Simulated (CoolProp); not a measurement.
Values from CoolProp's reference Helmholtz-energy equation of state, Lemmon 2005. It is a short technical equation, of lower accuracy than the large ones.

Q: For isobutene, give the phase and the cp (kJ/(kg K)), speed of sound (m/s) at 538.4 K and 0.0355 MPa; 333.5 K and 0.0242 MPa; 454.3 K and 1.51 MPa.

A: 
- 538.4 K and 0.0355 MPa: gas; cp 2.45, speed of sound 291
- 333.5 K and 0.0242 MPa: gas; cp 1.73, speed of sound 232
- 454.3 K and 1.51 MPa: gas; cp 2.31, speed of sound 244
